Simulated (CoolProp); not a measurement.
R1336mzz(Z) along the isotherm 496 K: Z from the reference equation and from simpler models built on Tc = 444.5 K, pc = 2.904 MPa, ω = 0.386; each cubic takes its own stable root.

Computed with CoolProp (reference Helmholtz-energy equation of state, McLinden 2020).

| p (MPa) | phase | reference |
|---|---|---|
| 1.04 | gas | 0.9115 |
| 2.07 | gas | 0.8147 |
| 3.11 | supercritical | 0.7061 |
| 4.15 | supercritical | 0.5880 |
| 5.19 | supercritical | 0.4828 |
| 6.22 | supercritical | 0.4367 |
| 7.26 | supercritical | 0.4384 |
| 8.3 | supercritical | 0.4585 |
| 9.33 | supercritical | 0.4854 |
| 10.4 | supercritical | 0.5166 |
| 11.4 | supercritical | 0.5473 |
| 12.4 | supercritical | 0.5787 |
| 13.5 | supercritical | 0.6138 |
| 14.5 | supercritical | 0.6459 |

Task: How far does each simpler model (van der Waals, Redlich-Kwong, Soave-Redlich-Kwong, Peng-Robinson) lie from the reference over these 14 states: mean and median of the absolute difference, and the worst?

Result: 
- van der Waals: mean 19.3 %, median 22.7 %, worst +34.2 % at 496 K and 14.5 MPa
- Redlich-Kwong: mean 7.4 %, median 9.4 %, worst +11.1 % at 496 K and 10.4 MPa
- Soave-Redlich-Kwong: mean 13.6 %, median 16.5 %, worst +20.9 % at 496 K and 7.26 MPa
- Peng-Robinson: mean 6.3 %, median 6.8 %, worst +11.9 % at 496 K and 7.26 MPa
